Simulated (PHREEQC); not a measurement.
Hard or scaling water

Consider water at 60 °C with 0.071 mol MgCl2, 0.0046 mol Na2SO4 and 0.063 mol MgSO4 per kg of water. Closed to the air; pH follows from the charge balance.

The numbers come from PHREEQC with the ion-association model, wateq4f.dat.

No solid was allowed to form.

Task: Estimate the ionic strength.

Result: ionic strength 0.278 mol/kgw.

Task: In which forms is S present?

Result: MgSO4 74 %, SO4-2 25 % of the S.

Species that the database lacks are ignored. Away from 25 °C the constants follow the database's enthalpies or fits; those with neither stay at their 25 °C values.
